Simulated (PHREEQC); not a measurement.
1 kg of water holding 0.52 mol NaCl, 0.0092 mol NaOH and 0.25 mol Na2SO4 is evaporated at 40 °C; the solids stay in contact with the brine. No CO2 enters from the air. Solids allowed: Halite, Mirabilite, Thenardite. Others were left out.

Computed with PHREEQC (Pitzer model, pitzer.dat).

Question: Predict ionic strength, water activity at water left (kg) = 0.4563, 0.375, 0.1407, 0.06418, 0.007426.

Answer: 
```
water left (kg)  ionic strength  water activity
---------------  --------------  --------------
0.4563                     2.80           0.941
0.375                      3.41           0.927
0.1407                     7.18           0.808
0.06418                    7.45           0.740
0.007426                   7.89           0.723
```

Constants without temperature data keep their 25 °C values here.
